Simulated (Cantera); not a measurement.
A perfectly stirred reactor is fed with 1.18 % CH3OH, 0.891 % O2, 97.9 % N2, equivalence ratio 2.0, at 10.0 bar; it is held at 1075 K, and followed from long to short residence time.

Computed with Cantera and GRI-Mech 3.0 (53 species, 325 reactions). GRI-Mech 3.0 was tuned for natural gas; its chemistry of methanol as a main component is partial and can be far from experiment.

Predict: x(CH3OH) at τ = 2.70 s; x(O2) at τ = 2.70 s; x(HO2) at τ = 2.70 s; x(CH3OH) at τ = 98.0 ms; x(O2) at τ = 98.0 ms; x(HO2) at τ = 98.0 ms.


- x(CH3OH) at τ = 2.70 s: 4.18e-5
- x(O2) at τ = 2.70 s: 0.000158
- x(HO2) at τ = 2.70 s: 8.39e-7
- x(CH3OH) at τ = 98.0 ms: 0.000568
- x(O2) at τ = 98.0 ms: 0.00106
- x(HO2) at τ = 98.0 ms: 1.06e-5
